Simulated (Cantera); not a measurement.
Input: 1 mol Al, 0.039 mol H2O, 5.6 mol N2, held at 1223 K and 0.133 bar.

Cantera equilibrium calculation (NASA polynomials, part measured and part estimated; ideal gas, pure solids and liquids). Candidate condensed phases: Al, AlN, Al2O3, H2O; 35 gas species. Mutual solubility and eutectic melting of coexisting phases are not modelled. Kinetics and transport are ignored.

Base state: N2 0.992, H2 0.00757 (mole fractions); condensed: AlN(s) + Al2O3(s).

**Question.** What changes in the equilibrium state with this change: Al replaced by PbO?

**Answer.** 
```tsv
species	before	after
N2	0.992	0.992
H2O	1.72e-8	0.00691
PbO	0	0.000814
H2	0.00757	4.73e-8
Pb	0	0.000137
O2	<1e-9	6.61e-5
AlN(s), mol	0.974	0
Al2O3(s), mol	0.0130	0
PbO(l), mol	0	0.995
```
Gases not in the tables: (PbO)n polymers. Further candidate phases: Pb, PbO, PbO2, Pb3O4.
